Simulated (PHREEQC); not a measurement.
Consider water at 20 °C with 0.015 mol/kgw CaCl2 and 0.16 mol/kgw Na2SO4. Closed to the air; pH follows from the charge balance.

The numbers come from PHREEQC with the ion-association model, phreeqc.dat.

Precipitation was switched off in this run.

What ionic strength, density does the model give?

ionic strength 0.421 mol/kgw; density 1.020 g/cm³.

In which forms is Na present?

Na+ 89 %, NaSO4- 11 % of the Na.

Examples of supersaturated solids here: Gypsum. Others may be too.
